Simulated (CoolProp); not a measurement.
The numbers come from the reference Helmholtz-energy equation of state, Thol 2016 in CoolProp.

Q: For hexamethyldisiloxane (MM), give the phase and the cp (kJ/(kg K)), speed of sound (m/s), expansivity (1/kK), fugacity coefficient at 126.25 °C and 4.05 MPa; 176.05 °C and 4.05 MPa; 308.85 °C and 4.05 MPa.

A: 
- 126.25 °C and 4.05 MPa: liquid; cp 2.17, speed of sound 595, expansivity 1.78, fugacity coefficient 0.0604
- 176.05 °C and 4.05 MPa: liquid; cp 2.32, speed of sound 450, expansivity 2.31, fugacity coefficient 0.156
- 308.85 °C and 4.05 MPa: supercritical; cp 3.04, speed of sound 118, expansivity 11.6, fugacity coefficient 0.586
